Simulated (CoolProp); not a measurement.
A single-stage vapour-compression cycle with vinyl chloride: evaporating at 219.15 K (dew point), condensing at 287.15 K (bubble point), superheat 10 K, subcooling 5 K, compressor efficiency 0.7, no pressure losses. Each further row changes one setting.

Computed with CoolProp (reference Helmholtz-energy equation of state, Thol 2022).

| case | cooling COP | pressure ratio | discharge temperature (K) | refrigerating effect (kJ/kg) | volumetric capacity (kJ/m³) |
|---|---|---|---|---|---|
| as stated | 1.78 | 20.6 | 418.9 | … | 135 |
| evaporating temperature 224.15 K | 2.01 | … | 405.7 | 305 | … |
| condensing temperature 282.15 K | 1.96 | 17.5 | 408.0 | 309 | 138 |
| subcooling 10 K | 1.83 | 20.6 | 418.9 | 309 | 138 |

### Question
Fill in the missing entries.

### Answer

- as stated, refrigerating effect (kJ/kg): 301
- evaporating temperature 224.15 K, pressure ratio: 15.3
- evaporating temperature 224.15 K, volumetric capacity (kJ/m³): 180
